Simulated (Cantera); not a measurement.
Input (Python, Cantera) and output of one run.

```python
import numpy as np
import cantera as ct

gas_names = """
    C CH CH2 CH3 CH2OH CH3O CH4 CH3OH CO CO2 COOH C2 C2H CHCO,ketyl C2H2,acetylene C2H2,vinylidene
    CH2CO,ketene C2H3,vinyl CH3CO,acetyl C2H4 C2H4O,ethylen CH3CHO,ethanal CH3COOH (HCOOH)2 C2H5 C2H6
    CH3OCH3 C2H5OH C2O C3 C3H3,propargyl C3H4,allene C3H4,propyne C3H4,cyclo- C3H5,allyl C3H6,propylene
    C3H6,cyclo- C3H6O C3H7,n-propyl C3H7,i-propyl C3H8 C3H8O,1propanol C3H8O,2propanol C3O2 C4 C4H2
    C4H4,1,3-cyclo- C4H6,butadiene C4H6,2-butyne C4H6,cyclo- C4H8,1-butene C4H8,cis2-buten
    C4H8,tr2-butene C4H8,isobutene C4H8,cyclo- (CH3COOH)2 C4H9,n-butyl C4H9,i-butyl C4H9,s-butyl
    C4H9,t-butyl C4H10,isobutane C4H10,n-butane C5 C5H6,1,3cyclo- C5H8,cyclo- C5H10,1-pentene
    C5H10,cyclo- C5H11,pentyl C5H11,t-pentyl C5H12,n-pentane C5H12,i-pentane CH3C(CH3)2CH3 C6H2
    C6H5,phenyl C6H5O,phenoxy C6H6 C6H5OH,phenol C6H10,cyclo- C6H12,1-hexene C6H12,cyclo- C6H13,n-hexyl
    C7H7,benzyl C7H8 C7H8O,cresol C7H14,1-heptene C7H15,n-heptyl C7H16,n-heptane C8H8,styrene
    C8H10,ethylbenz C8H16,1-octene C8H17,n-octyl C8H18,isooctane C8H18,n-octane C9H19,n-nonyl
    C10H8,naphthale C10H21,n-decyl C12H9,o-bipheny C12H10,bipheny H HCO HO2 H2 HCHO,formaldehy HCOOH H2O
    H2O2 O OH O2 O3 Si SiC SiC2 SiC4H12 SiH SiH2 SiH3 SiH4 SiO SiO2 Si2 Si2C Si3
""".split()
cond_names = """
    C(gr) C6H6(L) C7H8(L) C8H18(L),n-octa H2O(s) H2O(L) Si(cr) Si(L) SiC(b) SiO2(Lqz) SiO2(hqz) SiO2(L)
""".split()


def load(file, names, dense=False):
    # The tables refer to 1 bar. Condensed volumes are neglected.
    table = {s.name: s for s in ct.Species.list_from_file(file)}
    out = []
    for n in names:
        d = dict(table[n].input_data)
        d["thermo"] = dict(d["thermo"], **{"reference-pressure": 1e5})
        if dense:
            d["equation-of-state"] = {"model": "constant-volume", "density": "1e6 g/cm^3"}
        out.append(ct.Species.from_dict(d))
    return out


gas = ct.Solution(thermo="ideal-gas", species=load("nasa_gas.yaml", gas_names))
cond = {s.name: ct.Solution(thermo="fixed-stoichiometry", species=[s], name=s.name)
        for s in load("nasa_condensed.yaml", cond_names, dense=True)}
atoms = {
    'Si2H6': {'Si': 2, 'H': 6},
    'O3': {'O': 3},
    'CO2': {'C': 1, 'O': 2},
}
top_T = {'C(gr)': 4500, 'SiC(b)': 3050}  # K; cautious upper limits of use, not melting points


def equilibrate(T, P, feed):
    n = {}
    for name, mol in feed.items():
        for a, k in atoms[name].items():
            n[a] = n.get(a, 0.0) + k * mol
    gas.TPX = T, P, n
    mass = sum(n.values()) * gas.mean_molecular_weight
    gas.equilibrate("TP")
    valid = [c for c in cond.values() if c.min_temp <= T <= top_T.get(c.name, c.max_temp)]
    mix = ct.Mixture([(gas, mass / gas.mean_molecular_weight)] + [(c, 0.0) for c in valid])
    mix.T, mix.P = T, P
    mix.equilibrate("TP", solver="vcs", rtol=1e-11, max_steps=5000)
    return mix


results = []
T = 823  # K
P = 43  # Pa
for m in [0.41, 1, 1.6, 2.2, 2.8, 3.4, 3.9, 4.5, 5.1]:
    feed = {'Si2H6': 1, 'O3': m, 'CO2': 2.5}  # mol
    mix = equilibrate(T, P, feed)
    results.append((T, P, feed, dict(zip(mix.species_names, mix.species_moles))))

top = {s: max(r[3][s] / sum(r[3][g] for g in gas_names) for r in results) for s in gas_names}
cols = sorted((s for s in top if top[s] > 0.001), key=lambda s: -top[s])[:6]
seen = [c for c in cond_names if any(r[3].get(c, 0) > 1e-12 for r in results)]
print("log10 of partial pressures in bar; condensed amounts in mol")
print(f"{'n(O3)':>10s}" + "".join(f"{s[:9]:>10s}" for s in cols + seen))
for T, P, feed, n in results:
    ng = sum(n[g] for g in gas_names)
    print(f"{feed['O3']:10.4g}" + "".join(f"{np.log10(max(n[s] / ng * P / 1e5, 1e-99)):10.3f}" for s in cols)
          + "".join(f"{n.get(c, 0):10.4g}" for c in seen))
```

Result:

```
log10 of partial pressures in bar; condensed amounts in mol
     n(O3)        H2       H2O       CO2        O2        CO     C(gr) SiO2(Lqz)
      0.41    -3.607    -6.228    -5.807   -30.914    -3.743    0.2954         2
         1    -3.706    -4.426    -4.098   -27.111    -3.937         0         2
       1.6    -3.903    -3.961    -3.828   -25.787    -4.329         0         2
       2.2    -4.602    -3.679    -3.723   -23.826    -5.204         0         2
       2.8   -14.361    -3.682    -3.761    -4.314   -14.998         0         2
       3.4   -14.570    -3.741    -3.820    -4.014   -15.207         0         2
       3.9   -14.675    -3.784    -3.863    -3.890   -15.312         0         2
       4.5   -14.769    -3.831    -3.911    -3.797   -15.406         0         2
       5.1   -14.843    -3.874    -3.953    -3.733   -15.481         0         2
```

These are equilibrium values from Cantera (NASA tables, ideal gas, pure condensed phases), not measurements of a reactor. The feed counts by its element totals alone.
